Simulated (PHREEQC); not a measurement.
0.088 g of hydrous ferric oxide (600 m²/g; 0.2 weak and 0.005 strong sites per Fe, Dzombak-Morel constants, diffuse double layer) in 1 kg of water with 0.01 mol/kgw of an inert sodium salt and 0.0016 mmol/kgw ZnCl2, 0.0018 mmol/kgw Na2HAsO4 and 0.004 mmol/kgw CuCl2, at 25 °C; the pH is set by adding NaOH or the inert anion's acid. O2 is buffered at 0.21 atm. The system is closed to CO2. Precipitation was switched off in this run.

All values are PHREEQC results (ion-association model, wateq4f.dat), not measurements.

```json
[
 {"pH": "3", "Zn sorbed (%)": "0.0", "As sorbed (%)": "100.0", "Cu sorbed (%)": "0.0"},
 {"pH": "3.38", "Zn sorbed (%)": "0.0", "As sorbed (%)": "100.0", "Cu sorbed (%)": "0.1"},
 {"pH": "3.75", "Zn sorbed (%)": "0.0", "As sorbed (%)": "100.0", "Cu sorbed (%)": "0.3"},
 {"pH": "4.12", "Zn sorbed (%)": "0.0", "As sorbed (%)": "100.0", "Cu sorbed (%)": "1.5"},
 {"pH": "4.5", "Zn sorbed (%)": "0.1", "As sorbed (%)": "100.0", "Cu sorbed (%)": "6.6"},
 {"pH": "4.88", "Zn sorbed (%)": "0.3", "As sorbed (%)": "100.0", "Cu sorbed (%)": "22.9"},
 {"pH": "5.25", "Zn sorbed (%)": "1.1", "As sorbed (%)": "100.0", "Cu sorbed (%)": "52.3"},
 {"pH": "5.62", "Zn sorbed (%)": "3.8", "As sorbed (%)": "100.0", "Cu sorbed (%)": "80.2"},
 {"pH": "6", "Zn sorbed (%)": "13.9", "As sorbed (%)": "100.0", "Cu sorbed (%)": "94.4"},
 {"pH": "6.38", "Zn sorbed (%)": "40.4", "As sorbed (%)": "100.0", "Cu sorbed (%)": "98.6"},
 {"pH": "6.75", "Zn sorbed (%)": "73.5", "As sorbed (%)": "100.0", "Cu sorbed (%)": "99.5"},
 {"pH": "7.12", "Zn sorbed (%)": "92.6", "As sorbed (%)": "100.0", "Cu sorbed (%)": "99.8"},
 {"pH": "7.5", "Zn sorbed (%)": "98.4", "As sorbed (%)": "100.0", "Cu sorbed (%)": "99.8"},
 {"pH": "7.88", "Zn sorbed (%)": "99.7", "As sorbed (%)": "100.0", "Cu sorbed (%)": "99.8"},
 {"pH": "8.25", "Zn sorbed (%)": "99.9", "As sorbed (%)": "99.8", "Cu sorbed (%)": "99.8"},
 {"pH": "8.62", "Zn sorbed (%)": "100.0", "As sorbed (%)": "99.3", "Cu sorbed (%)": "99.8"},
 {"pH": "9", "Zn sorbed (%)": "100.0", "As sorbed (%)": "96.7", "Cu sorbed (%)": "99.8"}
]
```

Complexes and solids missing from the database can't appear. The database has no arsenate complexes of Cu, Zn. The database's constant for dissolved Cu(OH)2 is higher than later reviews accept. The oxide is taken as insoluble; below pH 4 it would dissolve.
